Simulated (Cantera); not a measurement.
A closed system holds: 1 mol Mg(OH)2, 8.4 mol CO2, 4.5 mol O2, held at 550 K.

Equilibrium computed with Cantera from the NASA thermochemical tables; the gas is ideal and each condensed phase is pure. Candidate condensed phases: C, C6H6, C7H8, C8H18, H2O, Mg, MgCO3, MgO, Mg(OH)2; 116 gas species. The numbers say what is thermodynamically allowed, not how fast it happens.

**Question.** Which condensed phases are stable at each of these points (P (Pa)): 10, 68, 460, 3200, 22000, 150000, 1000000?

**Answer.** 
```csv
P (Pa),condensed phases,Mg condensed (%)
10,MgO(s),100.0
68,MgO(s),100.0
460,MgO(s),100.0
3200,MgCO3(s),100.0
22000,MgCO3(s),100.0
150000,MgCO3(s),100.0
1000000,MgCO3(s),100.0
```

From 10.0 Pa to 4.60 mbar the condensed part is MgO(s). From 32.0 mbar to 10.0 bar the condensed part is MgCO3(s).
